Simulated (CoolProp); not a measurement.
Computed with CoolProp (reference Helmholtz-energy equation of state, Lemmon and Jacobsen 2000).

### Question
For R143a, give the phase and the density (kg/m³), cp (kJ/(kg K)), cv (kJ/(kg K)), viscosity (µPa s) at 389.7 K and 548 kPa.

### Answer
- 389.7 K and 548 kPa: gas; density 14.7, cp 1.13, cv 1.02, viscosity 14.6

Viscosity comes from a separate model (Klein 1997), an estimate that may be off by 10 % or more.
